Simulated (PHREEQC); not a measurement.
1 kg of water holding 190 mmol/kgw NaOH and 13 mmol/kgw Na2CO3 is evaporated at 15 °C; the solids stay in contact with the brine. CO2 from the air is kept out. The run lets Nahcolite, Natron, Trona precipitate or redissolve, and no other solid.

Equilibrium calculation in PHREEQC: Pitzer model, pitzer.dat.

| water left (kg) | ionic strength | water activity | C in solution (mol/kgw) | Na in solution (mol/kgw) | pH |
|---|---|---|---|---|---|
| 1 | 0.229 | 0.993 | 0.0130 | 0.216 | 13.49 |
| 0.8219 | 0.279 | 0.992 | 0.0158 | 0.263 | 13.56 |
| 0.6755 | 0.339 | 0.990 | 0.0192 | 0.320 | 13.64 |
| 0.5552 | 0.412 | 0.988 | 0.0234 | 0.389 | 13.72 |
| 0.4563 | 0.502 | 0.985 | 0.0285 | 0.473 | 13.80 |
| 0.375 | 0.611 | 0.982 | 0.0347 | 0.576 | 13.89 |
| 0.3082 | 0.743 | 0.978 | 0.0422 | 0.701 | 13.97 |
| 0.2533 | 0.904 | 0.973 | 0.0513 | 0.853 | 14.06 |
| 0.2082 | 1.10 | 0.967 | 0.0624 | 1.04 | 14.15 |
| 0.1711 | 1.34 | 0.959 | 0.0760 | 1.26 | 14.24 |
| 0.1407 | 1.63 | 0.950 | 0.0924 | 1.54 | (withheld) |
| 0.1156 | 1.98 | 0.938 | 0.112 | 1.87 | 14.45 |
| 0.09502 | 2.41 | 0.923 | 0.137 | 2.27 | 14.56 |
| 0.07809 | 2.93 | 0.904 | 0.166 | 2.77 | 14.69 |
| 0.06418 | 3.57 | 0.879 | 0.203 | 3.37 | 14.84 |
| 0.05275 | 4.34 | 0.846 | 0.246 | 4.09 | 15.00 |
| 0.04335 | 5.28 | 0.802 | 0.300 | 4.98 | (withheld) |
| 0.03564 | 6.43 | 0.744 | 0.365 | 6.06 | 15.43 |
| 0.0293 | 7.82 | 0.666 | 0.444 | 7.37 | 15.71 |
| 0.02407 | 9.51 | 0.564 | 0.540 | 8.97 | 16.08 |
| 0.01979 | 11.6 | 0.438 | 0.657 | 10.9 | 16.55 |
| 0.01627 | 14.1 | 0.296 | 0.799 | 13.3 | (withheld) |
| 0.01337 | 17.1 | 0.158 | 0.972 | 16.2 | 18.05 |

Problem. Complete the blanks.

Solution. 
- 0.1407, pH: 14.34
- 0.04335, pH: 15.19
- 0.01627, pH: 17.18
